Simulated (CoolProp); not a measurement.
Methanol at 537.33 K and 17.9 MPa is throttled through a valve to 7.39 MPa with no heat exchange. Each further row changes one setting.

Values from CoolProp's reference Helmholtz-energy equation of state, de Reuck 1993.

| case | temperature change (K) | final phase | final density (kg/m³) |
|---|---|---|---|
| as stated | (withheld) | (withheld) | (withheld) |
| outlet pressure 2.22 MPa | (withheld) | two-phase, vapour fraction 0.579 | (withheld) |
| outlet pressure 9.61 MPa | (withheld) | (withheld) | (withheld) |

### Question
What belongs in the gaps?

### Answer

- as stated, temperature change (K): -30.1
- as stated, final phase: two-phase, vapour fraction 0.323
- as stated, final density (kg/m³): 256
- outlet pressure 2.22 MPa, temperature change (K): -93.7
- outlet pressure 2.22 MPa, final density (kg/m³): 44.4
- outlet pressure 9.61 MPa, temperature change (K): -16.9
- outlet pressure 9.61 MPa, final phase: supercritical
- outlet pressure 9.61 MPa, final density (kg/m³): 355
